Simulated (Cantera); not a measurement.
## Adiabatic ignition

An adiabatic, constant-volume homogeneous reactor starts with H₂ : O₂ : N₂ : NO = 1 : 0.893 : 3.36 : 0.013 (molar parts), at 1475 K and 4.44 atm.

Computed with Cantera and GRI-Mech 3.0 (53 species, 325 reactions). The hydrogen kinetics of GRI-Mech 3.0 are dated; newer H2 mechanisms differ, most at raised pressure.

```tsv
t (s)	T (K)	P (bar)	x H₂	x O₂	x NO	x HO₂	x H₂O₂	x H₂O
2.00e-6	1476	4.50	0.189	0.169	0.00247	5.24e-5	5.78e-7	0.000488
4.69e-6	2443	7.03	0.0183	0.0748	0.00267	5.12e-5	1.35e-6	0.159
1.10e-5	2844	7.97	0.00671	0.0756	0.00311	3.36e-5	1.91e-6	0.186
2.57e-5	2850	7.99	0.00641	0.0753	0.00397	3.39e-5	1.98e-6	0.187
6.02e-5	2847	7.98	0.00638	0.0745	0.00584	3.34e-5	1.96e-6	0.187
0.000141	2842	7.96	0.00634	0.0728	0.00950	3.25e-5	1.92e-6	0.188
0.000331	2833	7.93	0.00627	0.0704	0.0149	3.11e-5	1.87e-6	0.188
0.000775	2826	7.91	0.00621	0.0684	0.0193	3.01e-5	1.82e-6	0.188
0.00181	2825	7.90	0.00620	0.0680	0.0203	2.98e-5	1.81e-6	0.189
0.00425	2825	7.90	0.00620	0.0680	0.0203	2.98e-5	1.81e-6	0.189
0.00996	2825	7.90	0.00620	0.0680	0.0203	2.98e-5	1.81e-6	0.189
0.0233	2825	7.90	0.00620	0.0680	0.0203	2.98e-5	1.81e-6	0.189
0.0547	2825	7.90	0.00620	0.0680	0.0203	2.98e-5	1.81e-6	0.189
0.128	2825	7.90	0.00620	0.0680	0.0203	2.98e-5	1.81e-6	0.189
0.300	2825	7.90	0.00620	0.0680	0.0203	2.98e-5	1.81e-6	0.189
```
x: mole fraction; the columns are a selection and need not sum to one.

```
Quantity                                                             Value
---------------------------------  ---------------------------------------
time of steepest temperature rise                                  3.40 µs
temperature at 0.300 s                                              2825 K
equilibrium temperature                                             2825 K
x(H₂) at 0.300 s                   0.00620 (gas-phase equilibrium 0.00620)
x(O₂) at 0.300 s                     0.0680 (gas-phase equilibrium 0.0680)
x(NO) at 0.300 s                     0.0203 (gas-phase equilibrium 0.0203)
```
